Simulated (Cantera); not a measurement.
What does this Cantera script print?

```python
import numpy as np
import cantera as ct

gas = ct.Solution("gri30.yaml")
gas.TPX = 1475, 97000, {'CH4': 1, 'O2': 1.67, 'N2': 6.27}
reactor = ct.IdealGasReactor(gas, energy="on", clone=False)
net = ct.ReactorNet([reactor])
net.rtol, net.atol = 1e-08, 1e-16
show = ['CH4', 'O2', 'O', 'NO', 'H', 'CO2', 'N2O']
times = np.geomspace(6e-06, 2, 10)

steps = ct.SolutionArray(gas, extra=["t"])
rows = []
print(f"{'t/s':>10s}{'T/K':>9s}{'P/Pa':>11s}" + "".join(f"{s:>11s}" for s in show))
for t in times:
    while net.time < t:
        t_next = net.step()
        steps.append(gas.state, t=t_next)
    rows.append([np.interp(t, steps.t, y) for y in (steps.T, steps.P, *steps(*show).X.T)])
    print(f"{t:10.3e}{rows[-1][0]:9.1f}{rows[-1][1]:11.4g}" + "".join(f"{x:11.3e}" for x in rows[-1][2:]))
rate = np.gradient(steps.T, steps.t)
print("integrator steps:", len(steps.t))
if steps.T.max() > steps.T[0] + 200:
    print(f"time of steepest temperature rise: {steps.t[rate.argmax()]:.4e} s")
gas.TPX = 1475, 97000, {'CH4': 1, 'O2': 1.67, 'N2': 6.27}
gas.equilibrate("UV")
print(f"equilibrium (UV): T = {gas.T:.1f} K  " + "  ".join(f"{s} {gas[s].X[0]:.3e}" for s in show))
```

Output:

```
       t/s      T/K       P/Pa        CH4         O2          O         NO          H        CO2        N2O
 6.000e-06   1475.0    9.7e+04  1.119e-01  1.868e-01  2.778e-09  1.002e-16  7.487e-09  3.868e-13  4.356e-13
 2.465e-05   1475.0    9.7e+04  1.119e-01  1.868e-01  4.866e-09  6.559e-16  9.410e-09  1.825e-11  5.495e-12
 1.013e-04   1474.9    9.7e+04  1.118e-01  1.868e-01  1.903e-08  7.490e-15  2.360e-08  1.945e-09  7.083e-11
 4.160e-04   1475.9  9.707e+04  1.115e-01  1.866e-01  1.319e-07  1.954e-13  1.738e-07  3.757e-07  5.704e-10
 1.709e-03   2935.4  2.083e+05  5.715e-14  1.103e-02  6.686e-03  2.529e-03  1.737e-02  3.768e-02  5.277e-07
 7.021e-03   2924.9  2.075e+05  6.565e-14  9.506e-03  5.919e-03  8.404e-03  1.686e-02  3.712e-02  6.179e-07
 2.884e-02   2924.9  2.075e+05  6.565e-14  9.506e-03  5.919e-03  8.404e-03  1.686e-02  3.712e-02  6.179e-07
 1.185e-01   2924.9  2.075e+05  6.565e-14  9.506e-03  5.919e-03  8.404e-03  1.686e-02  3.712e-02  6.179e-07
 4.868e-01   2924.9  2.075e+05  6.565e-14  9.506e-03  5.919e-03  8.404e-03  1.686e-02  3.712e-02  6.179e-07
 2.000e+00   2924.9  2.075e+05  6.565e-14  9.506e-03  5.919e-03  8.404e-03  1.686e-02  3.712e-02  6.179e-07
integrator steps: 1945
time of steepest temperature rise: 1.5839e-03 s
equilibrium (UV): T = 2924.9 K  CH4 8.276e-14  O2 9.506e-03  O 5.919e-03  NO 8.404e-03  H 1.686e-02  CO2 3.712e-02  N2O 6.179e-07
```

Detailed kinetics in Cantera: GRI-Mech 3.0 (53 species, 325 reactions).
